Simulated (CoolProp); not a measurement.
Properties of water along the isotherm 726.85 °C (Tc = 373.9 °C, pc = 22.06 MPa, ω = 0.344).

The numbers come from the reference Helmholtz-energy equation of state, Wagner 2002 in CoolProp.

```tsv
p (MPa)	phase	viscosity (µPa s)	fugacity coefficient
2.76	gas	37.7	0.9930
5.52	gas	37.9	0.9860
8.27	gas	38.0	0.9790
11	gas	38.2	0.9722
13.8	gas	(withheld)	0.9652
16.5	gas	(withheld)	0.9585
19.3	gas	38.8	0.9516
22.1	supercritical	39.0	0.9447
24.8	supercritical	(withheld)	(withheld)
27.6	supercritical	39.6	0.9314
30.3	supercritical	39.8	0.9250
33.1	supercritical	(withheld)	0.9184
```

Q: Complete the blanks.

A: 
- 13.8, viscosity (µPa s): 38.4
- 16.5, viscosity (µPa s): 38.6
- 24.8, viscosity (µPa s): 39.3
- 24.8, fugacity coefficient: 0.9382
- 33.1, viscosity (µPa s): 40.1

Viscosity comes from a separate model (Huber 2009).
